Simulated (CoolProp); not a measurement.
A closed Brayton cycle with carbon dioxide: compressor inlet 333.15 K and 8.7 MPa, high pressure 28.8 MPa, turbine inlet 905 K, compressor efficiency 0.8, turbine efficiency 0.85, recuperator effectiveness 0.95 (on enthalpy, no pinch check). Each further row changes one setting.

Computed with CoolProp (reference Helmholtz-energy equation of state, Span 1996).

```
case                           thermal efficiency (%)  net work (kJ/kg)  compressor to turbine work  compressor exit (K)  turbine exit (K)
-----------------------------  ----------------------  ----------------  --------------------------  -------------------  ----------------
as stated                                           …              88.4                        0.45                440.5             762.5
turbine inlet 855 K                              31.9                 …                        0.48                440.5             717.2
compressor inlet 343.15 K                        32.4              80.9                           …                457.4             762.5
high pressure 24.5 MPa                           34.3              80.4                        0.43                425.3             781.0
recuperator effectiveness 0.5                    20.7              88.4                        0.45                440.5             762.5
```

Q: Complete the blanks.

A: 
- as stated, thermal efficiency (%): 34.2
- turbine inlet 855 K, net work (kJ/kg): 78.3
- compressor inlet 343.15 K, compressor to turbine work: 0.50
